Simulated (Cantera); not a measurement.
An adiabatic, constant-pressure homogeneous reactor starts with CH₃OH : O₂ : N₂ = 1 : 2.63 : 9.89 (molar parts), equivalence ratio 0.57, at 1100 K and 7500 Torr. Integrator tolerance rtol = 1e-08.

Detailed kinetics in Cantera: GRI-Mech 3.0 (53 species, 325 reactions). GRI-Mech 3.0 was tuned for natural gas; its chemistry of methanol as a main component is partial and can be far from experiment.

Problem. What does this change do: constant volume in place of constant pressure?

Solution. 
| quantity | before | after |
|---|---|---|
| time of steepest temperature rise | 10.6 ms | 10.5 ms |
| temperature at 3.00 s | 2287 K | 2547 K |
| equilibrium temperature | 2287 K | 2547 K |
| x(CH₃OH) at 3.00 s | <1e-12 (gas-phase equilibrium <1e-12) | <1e-12 (gas-phase equilibrium <1e-12) |
| x(O₂) at 3.00 s | 0.0756 (gas-phase equilibrium 0.0756) | 0.0728 (gas-phase equilibrium 0.0728) |
| x(H₂) at 3.00 s | 0.000312 (gas-phase equilibrium 0.000312) | 0.000779 (gas-phase equilibrium 0.000779) |
| x(OH) at 3.00 s | 0.00361 (gas-phase equilibrium 0.00361) | 0.00681 (gas-phase equilibrium 0.00681) |
| x(CO₂) at 3.00 s | 0.0703 (gas-phase equilibrium 0.0703) | 0.0686 (gas-phase equilibrium 0.0686) |

Problem. What does this change do: CH3OH 1 to 1.8 parts?

Solution. 
```json
[
 {"quantity": "time of steepest temperature rise", "before": "10.6 ms", "after": "9.31 ms"},
 {"quantity": "temperature at 3.00 s", "before": "2287 K", "after": "2687 K"},
 {"quantity": "equilibrium temperature", "before": "2287 K", "after": "2687 K"},
 {"quantity": "x(CH₃OH) at 3.00 s", "before": "<1e-12 (gas-phase equilibrium <1e-12)", "after": "<1e-12 (gas-phase equilibrium <1e-12)"},
 {"quantity": "x(O₂) at 3.00 s", "before": "0.0756 (gas-phase equilibrium 0.0756)", "after": "0.00891 (gas-phase equilibrium 0.00891)"},
 {"quantity": "x(H₂) at 3.00 s", "before": "0.000312 (gas-phase equilibrium 0.000312)", "after": "0.0100 (gas-phase equilibrium 0.0100)"},
 {"quantity": "x(OH) at 3.00 s", "before": "0.00361 (gas-phase equilibrium 0.00361)", "after": "0.00934 (gas-phase equilibrium 0.00934)"},
 {"quantity": "x(CO₂) at 3.00 s", "before": "0.0703 (gas-phase equilibrium 0.0703)", "after": "0.0881 (gas-phase equilibrium 0.0881)"}
]
```
